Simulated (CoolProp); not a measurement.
Computed with CoolProp (reference Helmholtz-energy equation of state, Zhou 2012).

Task: Give the vapour pressure (kPa), liquid viscosity (µPa s), vapour viscosity (µPa s) of saturated m-xylene at 152.75, 162.35, 171.85 °C.

Result: 
| T (°C) | p (kPa) | liquid viscosity (µPa s) | vapour viscosity (µPa s) |
|---|---|---|---|
| 152.75 | 144 | 199 | 9.15 |
| 162.35 | 182 | 187 | 9.35 |
| 171.85 | 227 | 175 | 9.56 |

Viscosity comes from a separate model (Cao 2016).
